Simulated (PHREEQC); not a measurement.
A column of 0.5 m (30 cells, dispersivity 0.018 m, 3600 s a shift, diffusion coefficient 3e-10 m²/s) holds 0.034 eq of the database's cation exchanger X per kg of pore water, first in equilibrium with 0.065 mol BaCl2 and 1e-05 mol HCl per kg of water. It is flushed with 0.89 mmol/kgw KCl, 19 mmol/kgw MnCl2 and 0.01 mmol/kgw HCl, at 25 °C. Values are for the last cell. The system is closed to CO2. No solid was allowed to form.

The series has 31 steps of pore volumes, from 0 to 4.017.

Computed with PHREEQC (ion-association model, phreeqc.dat).

### Question
After how many pore volumes does Mn at the outlet first reach half of its feed value?

### Answer
By 1.8 pore volumes.

### Question
After how many pore volumes does K at the outlet first reach half of its feed value?

### Answer
By 1.6 pore volumes.

Complexes and solids missing from the database can't appear.
